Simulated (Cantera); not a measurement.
Feed: 1 mol Si, a varied amount of O2, 2.5 mol N2, equilibrated at 1725 K and 1000 Pa.

Equilibrium computed with Cantera from the NASA thermochemical tables; the gas is ideal and each condensed phase is pure. Candidate condensed phases: Si, SiO2, Si2N2O, Si3N4; 16 gas species. Mutual solubility and eutectic melting of coexisting phases are not modelled. The tables hold silica as quartz up to 1696 K and as liquid above; real silica turns to tridymite and cristobalite and melts near 1996 K. Equilibrium is a limit: real reactors are often held back by kinetics, nucleation or transport.

Q: What share of the Si ends up in condensed phases as a function of n(O2) (mol), at 0.24, 0.3, 0.38, 0.49, 0.62, 0.78, 0.99, 1.3, 1.6?

A: 
```
n(O2) (mol)  Si condensed (%)                           as
-----------  ----------------  ---------------------------
0.24                     98.8         Si2N2O(s) + Si3N4(s)
0.3                      80.0                    Si2N2O(s)
0.38                     48.0                    Si2N2O(s)
0.49                     38.6  SiO2(condensed) + Si2N2O(s)
0.62                     36.2  SiO2(condensed) + Si2N2O(s)
0.78                     56.0              SiO2(condensed)
0.99                     98.0              SiO2(condensed)
1.3                     100.0              SiO2(condensed)
1.6                     100.0              SiO2(condensed)
```
